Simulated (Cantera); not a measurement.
Si3N4 + Si + N2 (sublimation and decomposition of ceramics)

Charge: 1 mol Si3N4, 0.27 mol Si, 0.34 mol N2, held at 2923.15 K.

Equilibrium computed with Cantera from the NASA thermochemical tables; the gas is ideal and each condensed phase is pure. Candidate condensed phases: Si, Si3N4; 7 gas species. The tables' values for SiN are old estimates; treat these amounts as uncertain. Rates play no part.

```json
[
 {"P (Pa)": "1", "x N2": "0.416", "x Si": "0.582", "x Si2": "2.16e-6", "x SiN": "6.95e-5", "x Si2N": "3.94e-9", "x Si3": "2.67e-11", "n Si(l)": "0"},
 {"P (Pa)": "4.60", "x N2": "0.417", "x Si": "0.583", "x Si2": "9.96e-6", "x SiN": "0.000149", "x Si2N": "3.89e-8", "x Si3": "5.65e-10", "n Si(l)": "0"},
 {"P (Pa)": "22", "x N2": "0.417", "x Si": "0.582", "x Si2": "4.76e-5", "x SiN": "0.000327", "x Si2N": "4.07e-7", "x Si3": "1.29e-8", "n Si(l)": "0"},
 {"P (Pa)": "100", "x N2": "0.417", "x Si": "0.582", "x Si2": "0.000216", "x SiN": "0.000696", "x Si2N": "3.94e-6", "x Si3": "2.66e-7", "n Si(l)": "0"},
 {"P (Pa)": "460", "x N2": "0.417", "x Si": "0.580", "x Si2": "0.000989", "x SiN": "0.00149", "x Si2N": "3.87e-5", "x Si3": "5.59e-6", "n Si(l)": "0"},
 {"P (Pa)": "2200", "x N2": "0.418", "x Si": "0.573", "x Si2": "0.00462", "x SiN": "0.00322", "x Si2N": "0.000395", "x Si3": "0.000123", "n Si(l)": "0"},
 {"P (Pa)": "10000", "x N2": "0.425", "x Si": "0.544", "x Si2": "0.0189", "x SiN": "0.00656", "x Si2N": "0.00347", "x Si3": "0.00217", "n Si(l)": "0"},
 {"P (Pa)": "46000", "x N2": "0.829", "x Si": "0.154", "x Si2": "0.00693", "x SiN": "0.00556", "x Si2N": "0.00382", "x Si3": "0.00104", "n Si(l)": "2.75"},
 {"P (Pa)": "220000", "x N2": "0.962", "x Si": "0.0321", "x Si2": "0.00145", "x SiN": "0.00274", "x Si2N": "0.00188", "x Si3": "0.000217", "n Si(l)": "3.17"},
 {"P (Pa)": "1000000", "x N2": "0.990", "x Si": "0.00707", "x Si2": "0.000319", "x SiN": "0.00130", "x Si2N": "0.000896", "x Si3": "4.77e-5", "n Si(l)": "3.24"}
]
```
x: gas mole fraction; n: condensed amount in mol.

From 0.00750 Torr to 75.0 Torr nothing is condensed. From 345 Torr to 7500 Torr the condensed part is Si(l). The main Si-bearing gas is Si throughout.
